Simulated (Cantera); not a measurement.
**Hydrocarbon pyrolysis for carbon deposition**

A perfectly stirred reactor is fed with 2.22 % C2H6, 97.8 % N2, at 0.00336 atm; it is held at 1348 K, and followed from long to short residence time.

Computed with Cantera and GRI-Mech 3.0 (53 species, 325 reactions). GRI-Mech 3.0 stops at C3 and has no aromatics, soot or wall deposition, so with more carbon than oxygen in the feed, carbon stays in small species such as C2H2 where larger ones or solid carbon would form. Radical loss at walls, strong at low pressure, is not modelled.

```json
[
 {"τ (s)": "0.79", "x C2H6": "0.00179", "x C2H2": "0.0104", "x C2H4": "0.00572", "x H2": "0.0232", "x HCN": "2.54e-7", "x C2H": "2.04e-8"},
 {"τ (s)": "0.36", "x C2H6": "0.00356", "x C2H2": "0.00685", "x C2H4": "0.00788", "x H2": "0.0186", "x HCN": "1.87e-7", "x C2H": "1.66e-8"},
 {"τ (s)": "0.16", "x C2H6": "0.00691", "x C2H2": "0.00338", "x C2H4": "0.00880", "x H2": "0.0134", "x HCN": "1.29e-7", "x C2H": "1.04e-8"},
 {"τ (s)": "0.071", "x C2H6": "0.0119", "x C2H2": "0.00110", "x C2H4": "0.00710", "x H2": "0.00814", "x HCN": "8.06e-8", "x C2H": "4.61e-9"},
 {"τ (s)": "0.032", "x C2H6": "0.0170", "x C2H2": "0.000207", "x C2H4": "0.00381", "x H2": "0.00381", "x HCN": "4.34e-8", "x C2H": "1.34e-9"},
 {"τ (s)": "0.014", "x C2H6": "0.0204", "x C2H2": "1.82e-5", "x C2H4": "0.00126", "x H2": "0.00120", "x HCN": "1.57e-8", "x C2H": "2.05e-10"},
 {"τ (s)": "0.0064", "x C2H6": "0.0217", "x C2H2": "9.20e-7", "x C2H4": "0.000290", "x H2": "0.000274", "x HCN": "2.78e-9", "x C2H": "1.18e-11"},
 {"τ (s)": "0.0029", "x C2H6": "0.0221", "x C2H2": "2.04e-8", "x C2H4": "4.08e-5", "x H2": "3.78e-5", "x HCN": "9.34e-11", "x C2H": "<1e-12"}
]
```
x: mole fraction; the columns are a selection and need not sum to one.
